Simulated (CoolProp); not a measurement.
A simple Rankine cycle with R124: condensing at 304.15 K, boiler at 1.19 MPa, turbine inlet 345.5 K, turbine efficiency 0.9, pump efficiency 0.7, no recuperator. Each further row changes one setting.

Values from CoolProp's reference Helmholtz-energy equation of state, de Vries 1995.

| case | thermal efficiency (%) | net work (kJ/kg) | heat in (kJ/kg) | turbine exit temperature (K) | volume ratio over the turbine |
|---|---|---|---|---|---|
| as stated | 8.3 | 13.6 | 165 | 314.5 | 2.71 |
| turbine inlet 365.5 K | 8.2 | 15.2 | 185 | 335.9 | 2.64 |
| condensing temperature 296.15 K | 9.9 | 17.3 | 174 | 307.7 | 3.45 |
| boiler pressure 0.833 MPa | 5.4 | 9.31 | 172 | 327.6 | 1.83 |
| turbine efficiency 0.8 | 7.3 | 12.0 | 165 | 316.4 | 2.74 |
